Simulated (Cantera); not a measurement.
A closed system holds: 1 mol Si, 4.2 mol Cl2, 0.2 mol N2, held at 900 K and 10.0 Torr.

Equilibrium computed with Cantera from the NASA thermochemical tables; the gas is ideal and each condensed phase is pure. Candidate condensed phases: Si, Si3N4; 13 gas species. Kinetics and transport are ignored.

Base state: Cl2 0.647, SiCl4 0.294, N2 0.0588, Cl 0.000515 (mole fractions); condensed: gas only.

Task: What changes in the equilibrium state with this change: temperature from 900 K to 1448 K?

Result: 
| species | before | after |
|---|---|---|
| Cl2 | 0.647 | 0.452 |
| SiCl4 | 0.294 | 0.259 |
| Cl | 0.000515 | 0.237 |
| N2 | 0.0588 | 0.0519 |
| SiCl3 | <1e-9 | 4.76e-5 |
The tables' values for SiCl3 are old estimates; treat these amounts as uncertain.
